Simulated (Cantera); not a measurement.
Input (Python, Cantera):

```python
import numpy as np
import cantera as ct

gas = ct.Solution("gri30.yaml")
gas.TPX = 1175, 500000, {'CO': 0.013, 'O2': 0.044, 'H2O': 0.015, 'N2': 1}
inlet = ct.Reservoir(gas, clone=True)

reactor = ct.IdealGasConstPressureReactor(gas, energy="off", clone=False)
exhaust = ct.Reservoir(gas, clone=True)
tau = [0.76, 0.32, 0.14, 0.059, 0.025, 0.011, 0.0045, 0.0019, 0.00082, 0.00035][0]
for a, b in ((inlet, reactor), (reactor, exhaust)):
    ct.MassFlowController(a, b, mdot=lambda t: reactor.mass / tau)
net = ct.ReactorNet([reactor])
show = ['CO', 'O2', 'H2O', 'NO', 'H2', 'CO2', 'O']

rows = []
print(f"{'tau/s':>10s}{'T/K':>9s}" + "".join(f"{s:>11s}" for s in show))
for tau in [0.76, 0.32, 0.14, 0.059, 0.025, 0.011, 0.0045, 0.0019, 0.00082, 0.00035]:
    net.initial_time = 0.0
    net.advance(30 * tau)
    before = gas.X
    net.advance(40 * tau)
    drift = np.max(np.abs(gas.X - before) / (gas.X + 1e-9))
    rows.append([gas.T, *gas[show].X, drift])
    print(f"{tau:10.3e}{gas.T:9.1f}" + "".join(f"{x:11.3e}" for x in gas[show].X))
```

It prints:

```
     tau/s      T/K         CO         O2        H2O         NO         H2        CO2          O
 7.600e-01   1175.0  7.541e-04  3.556e-02  1.407e-02  3.075e-08  1.900e-06  1.144e-02  4.447e-07
 3.200e-01   1175.0  1.341e-03  3.584e-02  1.406e-02  2.871e-08  3.586e-06  1.085e-02  8.494e-07
 1.400e-01   1175.0  2.280e-03  3.629e-02  1.405e-02  2.229e-08  6.439e-06  9.907e-03  1.491e-06
 5.900e-02   1175.0  3.807e-03  3.703e-02  1.403e-02  1.394e-08  1.114e-05  8.371e-03  2.484e-06
 2.500e-02   1175.0  5.875e-03  3.803e-02  1.401e-02  6.945e-09  1.698e-05  6.290e-03  3.724e-06
 1.100e-02   1175.0  8.034e-03  3.907e-02  1.399e-02  2.850e-09  2.141e-05  4.118e-03  4.889e-06
 4.500e-03   1175.0  9.984e-03  4.001e-02  1.398e-02  8.767e-10  2.145e-05  2.156e-03  5.757e-06
 1.900e-03   1175.0  1.116e-02  4.057e-02  1.397e-02  2.480e-10  1.581e-05  9.727e-04  5.968e-06
 8.200e-04   1175.0  1.175e-02  4.085e-02  1.398e-02  6.496e-11  8.122e-06  3.786e-04  5.442e-06
 3.500e-04   1175.0  1.202e-02  4.099e-02  1.398e-02  1.102e-11  2.247e-06  1.045e-04  3.775e-06
```

Detailed kinetics in Cantera: GRI-Mech 3.0 (53 species, 325 reactions).
